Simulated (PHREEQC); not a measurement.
A column of 0.1 m (30 cells, dispersivity 0.008 m, 720 s a shift, diffusion coefficient 3e-10 m²/s) holds 0.025 eq of the database's cation exchanger X per kg of pore water, first in equilibrium with 0.0009 mol LiCl and 1e-05 mol HCl per kg of water. It is flushed with 0.0021 mol NH4Cl, 0.018 mol NaCl and 1e-05 mol HCl per kg of water, at 15 °C. Values are for the last cell. No CO2 enters from the air. Precipitation was switched off in this run.

The numbers come from PHREEQC with the ion-association model, phreeqc.dat.

| pore volumes | Na in solution (mol/kgw) | NH4 in solution (mol/kgw) | Li in solution (mol/kgw) | Cl in solution (mol/kgw) | NaX on the exchanger (mol/kgw) | LiX on the exchanger (mol/kgw) |
|---|---|---|---|---|---|---|
| 0 | 0 | 0 | 0.000900 | 0.000910 | 0 | 0.0250 |
| 0.6833 | 1.10e-9 | 0 | 0.00499 | 0.00500 | 6.75e-9 | 0.0250 |
| 1.35 | 0.00135 | 7.02e-9 | 0.0155 | 0.0169 | 0.00241 | 0.0226 |
| 1.85 | 0.00696 | 1.98e-6 | 0.0124 | 0.0194 | 0.0102 | 0.0148 |
| 2.517 | 0.0141 | 5.02e-5 | 0.00584 | 0.0200 | 0.0185 | 0.00624 |
| 3.183 | 0.0176 | 0.000244 | 0.00222 | 0.0201 | 0.0216 | 0.00221 |
| 3.683 | 0.0186 | 0.000497 | 0.000995 | 0.0201 | 0.0217 | 0.000945 |
| 4.35 | 0.0189 | 0.000902 | 0.000321 | 0.0201 | 0.0207 | 0.000286 |
| 5.017 | 0.0187 | 0.00128 | 9.88e-5 | 0.0201 | 0.0194 | 8.37e-5 |
